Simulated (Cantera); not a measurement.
Input (Python, Cantera) and output of one run.

```python
import numpy as np
import cantera as ct

gas_names = [...]  # 110 gases of nasa_gas.yaml made of C, H, O
cond_names = """
    C(gr) C6H6(L) C7H8(L) C8H18(L),n-octa H2O(s) H2O(L)
""".split()


# ... load() reads the species with a 1 bar reference pressure and builds the phases ...
atoms = {
    'C2H2': {'C': 2, 'H': 2},
    'O2': {'O': 2},
}
top_T = {'C(gr)': 4500}  # K; cautious upper limits of use, not melting points


# ... equilibrate(T, P, feed) seeds the gas with the atoms and calls Mixture.equilibrate('TP', solver="vcs", rtol=1e-11, max_steps=5000) ...
results = []
feed = {'C2H2': 1, 'O2': 1.3}  # mol
T = 798.15  # K
P = 101325  # Pa
mix = equilibrate(T, P, feed)
results.append((T, P, feed, dict(zip(mix.species_names, mix.species_moles))))
x = sorted(zip(gas.X, gas.species_names), reverse=True)
print(f"T = {T:g} K  P = {P:g} Pa  gas = {mix.phase_moles(0):.4g} mol")
print("   x: " + "  ".join(f"{s} {v:.3e}" for v, s in x if v > 1e-06))
print("   condensed (mol): " + ("  ".join(f"{mix.phase(i).name} {mix.phase_moles(i):.4g}"
      for i in range(1, mix.n_phases) if mix.phase_moles(i) > 1e-12) or "none"))
```

Result:

```
T = 798.15 K  P = 101325 Pa  gas = 2.029 mol
   x: CO2 4.755e-01  H2O 2.637e-01  H2 1.586e-01  CO 6.690e-02  CH4 3.531e-02
   condensed (mol): C(gr) 0.828
```

Cantera equilibrium calculation (NASA polynomials, part measured and part estimated; ideal gas, pure solids and liquids).
